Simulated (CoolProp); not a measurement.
Computed with CoolProp (reference Helmholtz-energy equation of state, Thol 2012).

Task: For benzene, give the phase and the density (kg/m³), cp (kJ/(kg K)), expansivity (1/kK), viscosity (µPa s) at 521 K and 64.4 bar.

Result: 
- 521 K and 64.4 bar: liquid; density 598, cp 2.63, expansivity 3.28, viscosity 88.9

Viscosity comes from a separate model (Avgeri 2014).
